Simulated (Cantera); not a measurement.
What does this Cantera script print?

```python
import numpy as np
import cantera as ct

gas_names = """
    O SiCL2 SiO SiCL4 CL Si O2 CL2 O3
""".split()
cond_names = """

""".split()


# ... load() reads the species with a 1 bar reference pressure and builds the phases ...
species = {s.name: s for s in load("nasa_gas.yaml", gas_names) + load("nasa_condensed.yaml", cond_names)}
# Each term lists the table entries of one substance; the one whose range holds T is used.
reactions = {
    'O(g) + 2 SiCl2(g) = SiO(g) + SiCl4(g)':
        [(-1, ['O']), (-2, ['SiCL2']), (1, ['SiO']), (1, ['SiCL4'])],
    '2 Cl(g) + Si(g) = SiCl2(g)':
        [(-2, ['CL']), (-1, ['Si']), (1, ['SiCL2'])],
    'O2(g) + 2 SiCl2(g) = 2 Cl2(g) + 2 SiO(g)':
        [(-1, ['O2']), (-2, ['SiCL2']), (2, ['CL2']), (2, ['SiO'])],
    'O3(g) + 3 SiCl4(g) = 3 SiO(g) + 6 Cl2(g)':
        [(-1, ['O3']), (-3, ['SiCL4']), (3, ['SiO']), (6, ['CL2'])],
}


def pick(names, T):
    return next(species[n] for n in names if species[n].thermo.min_temp <= T <= species[n].thermo.max_temp)


results = []
for label, terms in reactions.items():
    print(label)
    print("     T/K   dH/kJ  dS/(J/K)   dG/kJ   log10 K")
    for T in [1850, 1900, 1950, 2000, 2050, 2100, 2150]:
        used = [(nu, pick(names, T)) for nu, names in terms]
        dH = sum(nu * s.thermo.h(T) for nu, s in used) / 1e6
        dS = sum(nu * s.thermo.s(T) for nu, s in used) / 1e3
        dG = dH - T * dS / 1e3
        logK = -dG * 1e6 / (ct.gas_constant * T * np.log(10))
        results.append((label, T, dH, dS, dG, logK, [s.name for _, s in used]))
        print(f"{T:8g} {dH:8.1f} {dS:8.1f} {dG:8.1f} {logK:8.2f}")
```

Result:

```
O(g) + 2 SiCl2(g) = SiO(g) + SiCl4(g)
     T/K   dH/kJ  dS/(J/K)   dG/kJ   log10 K
    1850   -667.4   -175.2   -343.2     9.69
    1900   -667.0   -175.0   -334.5     9.20
    1950   -666.6   -174.8   -325.7     8.73
    2000   -666.2   -174.6   -317.0     8.28
    2050   -665.8   -174.4   -308.3     7.86
    2100   -665.4   -174.2   -299.6     7.45
    2150   -665.0   -174.0   -290.9     7.07
2 Cl(g) + Si(g) = SiCl2(g)
     T/K   dH/kJ  dS/(J/K)   dG/kJ   log10 K
    1850   -874.6   -234.8   -440.1    12.43
    1900   -874.9   -235.0   -428.4    11.78
    1950   -875.2   -235.2   -416.6    11.16
    2000   -875.6   -235.4   -404.9    10.57
    2050   -875.9   -235.5   -393.1    10.02
    2100   -876.2   -235.7   -381.3     9.48
    2150   -876.5   -235.8   -369.5     8.98
O2(g) + 2 SiCl2(g) = 2 Cl2(g) + 2 SiO(g)
     T/K   dH/kJ  dS/(J/K)   dG/kJ   log10 K
    1850    130.6     94.1    -43.5     1.23
    1900    130.5     94.1    -48.2     1.33
    1950    130.4     94.0    -52.9     1.42
    2000    130.3     93.9    -57.6     1.50
    2050    130.2     93.9    -62.3     1.59
    2100    130.1     93.8    -67.0     1.67
    2150    130.0     93.8    -71.7     1.74
O3(g) + 3 SiCl4(g) = 3 SiO(g) + 6 Cl2(g)
     T/K   dH/kJ  dS/(J/K)   dG/kJ   log10 K
    1850   1482.5    673.1    237.2    -6.70
    1900   1480.1    671.9    203.5    -5.60
    1950   1477.8    670.7    170.0    -4.55
    2000   1475.4    669.4    136.5    -3.56
    2050   1472.9    668.2    103.0    -2.63
    2100   1470.5    667.1     69.7    -1.73
    2150   1468.0    665.9     36.3    -0.88
```

Source: NASA polynomial tables (part measured, part estimated), evaluated in Cantera. Condensed species are held in their standard states even where they would react or evaporate.
